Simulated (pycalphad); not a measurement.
Freezing of Sn-Si alloys with rising Si

All values are pycalphad results on the COST 507 light-alloy database (1999) (1 atm), not direct measurements. The data set is of 1999 and partly superseded. Amounts are mole fractions of atoms.

Scheil-Gulliver runs (no diffusion in the solid, steps of 2 K) beside full equilibrium.

```tsv
alloy	liquidus (K)	Scheil, half solid (K)	Scheil, 80 % solid (K)	Scheil, invariant end (K)	liquid left at that end	equilibrium solidus (K)
Sn-0.5759Si (wt.%)	…	at the invariant end	at the invariant end	505	…	505
Sn-1.174Si (wt.%)	1336	at the invariant end	at the invariant end	505	0.95	505
Sn-1.795Si (wt.%)	1394	at the invariant end	at the invariant end	505	0.93	505
```

**Question.** Some entries are withheld; supply them.

**Answer.** 
- Sn-0.5759Si (wt.%), liquidus (K): 1237
- Sn-0.5759Si (wt.%), liquid left at that end: 0.98
